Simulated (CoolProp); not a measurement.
R124 along the isotherm 196.85 °C: Z from the reference equation and from simpler models built on Tc = 122.3 °C, pc = 3.624 MPa, ω = 0.288; each cubic takes its own stable root.

Model: reference Helmholtz-energy equation of state, de Vries 1995, in CoolProp.

```
p (MPa)          phase  reference  van der Waals  Redlich-Kwong
-------  -------------  ---------  -------------  -------------
4.03     supercritical     0.7749         0.7385         0.7498
8.05     supercritical     0.5732         0.5352         0.5514
12.1     supercritical     0.5743         0.6465         0.5901
16.1     supercritical     0.6563         0.7836         0.6803
20.1     supercritical     0.7529         0.9228         0.7786
24.2     supercritical     0.8552          1.065         0.8805
28.2     supercritical     0.9554          1.201         0.9794
32.2     supercritical      1.055          1.337          1.077
36.2     supercritical      1.154          1.471          1.174
```
